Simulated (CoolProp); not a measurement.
A closed Brayton cycle with carbon dioxide: compressor inlet 318.15 K and 7.6 MPa, high pressure 22.1 MPa, turbine inlet 725 K, compressor efficiency 0.89, turbine efficiency 0.93, recuperator effectiveness 0.9 (on enthalpy, no pinch check). Each further row changes one setting.

Values from CoolProp's reference Helmholtz-energy equation of state, Span 1996.

```json
[
 {"case": "as stated", "thermal efficiency (%)": "31.9", "net work (kJ/kg)": "72.2", "compressor to turbine work": "0.41", "compressor exit (K)": "405.5", "turbine exit (K)": "604.0"},
 {"case": "turbine inlet 675 K", "thermal efficiency (%)": "29.3", "net work (kJ/kg)": "[?]", "compressor to turbine work": "[?]", "compressor exit (K)": "405.5", "turbine exit (K)": "558.6"},
 {"case": "compressor inlet 328.15 K", "thermal efficiency (%)": "30.5", "net work (kJ/kg)": "[?]", "compressor to turbine work": "0.47", "compressor exit (K)": "422.0", "turbine exit (K)": "604.0"},
 {"case": "high pressure 18.8 MPa", "thermal efficiency (%)": "[?]", "net work (kJ/kg)": "[?]", "compressor to turbine work": "0.39", "compressor exit (K)": "[?]", "turbine exit (K)": "[?]"},
 {"case": "recuperator effectiveness 0.5", "thermal efficiency (%)": "[?]", "net work (kJ/kg)": "72.2", "compressor to turbine work": "0.41", "compressor exit (K)": "405.5", "turbine exit (K)": "604.0"}
]
```

What belongs in the gaps?


- turbine inlet 675 K, net work (kJ/kg): 61.8
- turbine inlet 675 K, compressor to turbine work: 0.45
- compressor inlet 328.15 K, net work (kJ/kg): 65.3
- high pressure 18.8 MPa, thermal efficiency (%): 31.3
- high pressure 18.8 MPa, net work (kJ/kg): 64.4
- high pressure 18.8 MPa, compressor exit (K): 391.9
- high pressure 18.8 MPa, turbine exit (K): 621.9
- recuperator effectiveness 0.5, thermal efficiency (%): 22.8
